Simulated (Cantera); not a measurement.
A perfectly stirred reactor is fed with C2H4 : H2 = 1 : 5.1 (molar parts), at 0.120 bar; it is held at 1675 K, and followed from long to short residence time.

Cantera simulation using GRI-Mech 3.0 (53 species, 325 reactions); the numbers are that mechanism's predictions, not measurements. GRI-Mech 3.0 was tuned for natural gas; its chemistry of ethylene as a main component is partial and can be far from experiment. GRI-Mech 3.0 stops at C3 and has no aromatics, soot or wall deposition, so with more carbon than oxygen in the feed, carbon stays in small species such as C2H2 where larger ones or solid carbon would form.

Task: Predict: x(C2H4) at τ = 0.470 s; x(H2) at τ = 0.470 s; x(H) at τ = 0.470 s; x(CH2) at τ = 0.470 s; x(C2H6) at τ = 0.470 s; x(C2H4) at τ = 9.90 ms; x(H2) at τ = 9.90 ms; x(H) at τ = 9.90 ms; x(CH2) at τ = 9.90 ms; x(C2H6) at τ = 9.90 ms.

Result: 
| Quantity | Result |
|---|---|
| x(C2H4) at τ = 0.470 s | 0.00153 |
| x(H2) at τ = 0.470 s | 0.858 |
| x(H) at τ = 0.470 s | 0.000261 |
| x(CH2) at τ = 0.470 s | 2.86e-9 |
| x(C2H6) at τ = 0.470 s | 1.78e-7 |
| x(C2H4) at τ = 9.90 ms | 0.0630 |
| x(H2) at τ = 9.90 ms | 0.850 |
| x(H) at τ = 9.90 ms | 5.61e-5 |
| x(CH2) at τ = 9.90 ms | 3.24e-9 |
| x(C2H6) at τ = 9.90 ms | 2.67e-6 |
